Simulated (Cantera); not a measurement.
An isothermal, constant-pressure homogeneous reactor starts with 9.71 % NO, 90.3 % N₂, at 1575 K and 1.00 atm.

Cantera simulation using GRI-Mech 3.0 (53 species, 325 reactions); the numbers are that mechanism's predictions, not measurements.

**Question.** Predict: x(NO) at 30.0 s; x(N₂) at 30.0 s; x(N₂O) at 30.0 s; x(O₂) at 30.0 s; x(NO₂) at 30.0 s; x(O) at 30.0 s.

**Answer.** 
* **x(NO) at 30.0 s**: 0.0851 (gas-phase equilibrium 0.000916)
* **x(N₂) at 30.0 s**: 0.909 (gas-phase equilibrium 0.951)
* **x(N₂O) at 30.0 s**: 2.62e-6 (gas-phase equilibrium 6.09e-8)
* **x(O₂) at 30.0 s**: 0.00595 (gas-phase equilibrium 0.0481)
* **x(NO₂) at 30.0 s**: 6.46e-5 (gas-phase equilibrium 1.90e-6)
* **x(O) at 30.0 s**: 8.71e-7 (gas-phase equilibrium 2.35e-6)
